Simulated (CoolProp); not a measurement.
Vapour-liquid equilibrium of carbon dioxide (1) + R22 (2) at 4.35 °C; x and y are mole fractions of (1).

Computed with CoolProp (multi-fluid Helmholtz-energy mixture model, Span 1996 and Kamei 1995; pair parameters Bell 2016).

| x | bubble pressure (bar) | y at the bubble point | dew pressure at overall composition x (bar) | liquid density (mol/L) |
|---|---|---|---|---|
| 0.05 | 6.858 | 0.187 | 5.989 | 14.91 |
| 0.125 | 8.700 | 0.389 | 6.435 | 15.32 |
| 0.2 | 10.70 | 0.530 | 6.951 | 15.74 |
| 0.275 | 12.83 | 0.632 | 7.554 | 16.18 |
| 0.35 | 15.07 | 0.709 | 8.270 | 16.62 |
| 0.425 | 17.42 | 0.768 | 9.134 | 17.07 |
| 0.5 | 19.86 | 0.815 | 10.20 | 17.54 |
| 0.575 | 22.39 | 0.854 | 11.54 | 18.00 |
| 0.65 | 25.01 | 0.887 | 13.29 | 18.48 |
| 0.725 | 27.73 | 0.915 | 15.65 | 18.95 |
| 0.8 | 30.57 | 0.940 | 19.00 | 19.41 |
| 0.875 | 33.56 | 0.963 | 24.02 | 19.84 |
| 0.95 | 36.76 | 0.985 | 31.85 | 20.24 |

No azeotrope shows between x = 0.05 and 0.95.

The pair parameters rest on a limited set of measurements; away from them the model extrapolates.
